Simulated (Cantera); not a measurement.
An adiabatic, constant-pressure homogeneous reactor starts with H2 : O2 : N2 = 1 : 0.5 : 1.88 (molar parts), equivalence ratio 1.0, at 1523 K and 37000 Pa.

Detailed kinetics in Cantera: GRI-Mech 3.0 (53 species, 325 reactions).

Question: Predict: time of steepest temperature rise; temperature at 0.300 s; equilibrium temperature; x(H2) at 0.300 s; x(O2) at 0.300 s; x(H) at 0.300 s; x(N2O) at 0.300 s; x(O) at 0.300 s; x(NO) at 0.300 s; x(HO2) at 0.300 s.

Answer: 
```json
{
  "time_of_steepest_temperature_rise": "32.2 µs",
  "temperature at 0.300 s": "2763 K",
  "equilibrium_temperature": "2763 K",
  "x(H2) at 0.300 s": "0.0563 (gas-phase equilibrium 0.0563)",
  "x(O2) at 0.300 s": "0.0175 (gas-phase equilibrium 0.0175)",
  "x(H) at 0.300 s": "0.0282 (gas-phase equilibrium 0.0282)",
  "x(N2O) at 0.300 s": "2.65e-7 (gas-phase equilibrium 2.65e-7)",
  "x(O) at 0.300 s": "0.0103 (gas-phase equilibrium 0.0103)",
  "x(NO) at 0.300 s": "0.00889 (gas-phase equilibrium 0.00889)",
  "x(HO2) at 0.300 s": "4.97e-6 (gas-phase equilibrium 4.97e-6)"
}
```
